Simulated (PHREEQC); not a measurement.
Solution (53 °C): 0.0017 mol/kgw CuCl2, 5.7e-05 mol/kgw HBF4 and 0.02 mol/kgw NaCl. Closed to the air; pH follows from the charge balance.

Computed with PHREEQC (ion-association model, phreeqc.dat).

This is a speciation only: nothing precipitates in the calculation.

Estimate the pH.

pH 3.82.

In which forms is Cu present?

Cu+2 89 %, CuCl+ 11 % of the Cu.

Constants without temperature data keep their 25 °C values here. Real BF4- forms and hydrolyses slowly; the run takes it at equilibrium.
